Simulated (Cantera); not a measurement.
An adiabatic, constant-pressure homogeneous reactor starts with CO : H2 : O2 : N2 = 1 : 1.4 : 0.6 : 2.26 (molar parts), equivalence ratio 2.0, at 1648 K and 9.87 atm. Integrator tolerance rtol = 1e-08.

Cantera simulation using GRI-Mech 3.0 (53 species, 325 reactions); the numbers are that mechanism's predictions, not measurements. The hydrogen kinetics of GRI-Mech 3.0 are dated; newer H2 mechanisms differ, most at raised pressure. Above 3000 K some thermodynamic fits are extrapolated.

Problem. What does this change do: pressure from 9.87 atm to 25.7 atm?

Solution. 
```tsv
quantity	before	after
time of steepest temperature rise	1.08 µs	0.470 µs
temperature at 0.100 s	3025 K	3082 K
equilibrium temperature	3025 K	3082 K
x(CO) at 0.100 s	0.165 (gas-phase equilibrium 0.165)	0.165 (gas-phase equilibrium 0.165)
x(H2) at 0.100 s	0.0916 (gas-phase equilibrium 0.0916)	0.0915 (gas-phase equilibrium 0.0915)
x(O2) at 0.100 s	0.00103 (gas-phase equilibrium 0.00103)	0.000607 (gas-phase equilibrium 0.000607)
x(H) at 0.100 s	0.0164 (gas-phase equilibrium 0.0164)	0.0121 (gas-phase equilibrium 0.0121)
x(H2O2) at 0.100 s	3.46e-7 (gas-phase equilibrium 3.46e-7)	4.78e-7 (gas-phase equilibrium 4.78e-7)
x(HO2) at 0.100 s	2.01e-6 (gas-phase equilibrium 2.01e-6)	1.92e-6 (gas-phase equilibrium 1.92e-6)
```
The pressure lies above the range GRI-Mech 3.0 was tuned for (to about 10 atm).

Problem. What does this change do: pressure from 9.87 atm to 5.53 atm?

Solution. 
| quantity | before | after |
|---|---|---|
| time of steepest temperature rise | 1.08 µs | 1.89 µs |
| temperature at 0.100 s | 3025 K | 2986 K |
| equilibrium temperature | 3025 K | 2986 K |
| x(CO) at 0.100 s | 0.165 (gas-phase equilibrium 0.165) | 0.165 (gas-phase equilibrium 0.165) |
| x(H2) at 0.100 s | 0.0916 (gas-phase equilibrium 0.0916) | 0.0916 (gas-phase equilibrium 0.0916) |
| x(O2) at 0.100 s | 0.00103 (gas-phase equilibrium 0.00103) | 0.00136 (gas-phase equilibrium 0.00136) |
| x(H) at 0.100 s | 0.0164 (gas-phase equilibrium 0.0164) | 0.0195 (gas-phase equilibrium 0.0195) |
| x(H2O2) at 0.100 s | 3.46e-7 (gas-phase equilibrium 3.46e-7) | 2.76e-7 (gas-phase equilibrium 2.76e-7) |
| x(HO2) at 0.100 s | 2.01e-6 (gas-phase equilibrium 2.01e-6) | 1.98e-6 (gas-phase equilibrium 1.98e-6) |

Problem. What does this change do: constant volume in place of constant pressure?

Solution. 
```json
[
 {"quantity": "time of steepest temperature rise", "before": "1.08 µs", "after": "1.06 µs"},
 {"quantity": "temperature at 0.100 s", "before": "3025 K", "after": "3211 K"},
 {"quantity": "equilibrium temperature", "before": "3025 K", "after": "3211 K"},
 {"quantity": "x(CO) at 0.100 s", "before": "0.165 (gas-phase equilibrium 0.165)", "after": "0.167 (gas-phase equilibrium 0.167)"},
 {"quantity": "x(H2) at 0.100 s", "before": "0.0916 (gas-phase equilibrium 0.0916)", "after": "0.0918 (gas-phase equilibrium 0.0918)"},
 {"quantity": "x(O2) at 0.100 s", "before": "0.00103 (gas-phase equilibrium 0.00103)", "after": "0.00172 (gas-phase equilibrium 0.00172)"},
 {"quantity": "x(H) at 0.100 s", "before": "0.0164 (gas-phase equilibrium 0.0164)", "after": "0.0210 (gas-phase equilibrium 0.0210)"},
 {"quantity": "x(H2O2) at 0.100 s", "before": "3.46e-7 (gas-phase equilibrium 3.46e-7)", "after": "7.43e-7 (gas-phase equilibrium 7.43e-7)"},
 {"quantity": "x(HO2) at 0.100 s", "before": "2.01e-6 (gas-phase equilibrium 2.01e-6)", "after": "4.57e-6 (gas-phase equilibrium 4.57e-6)"}
]
```
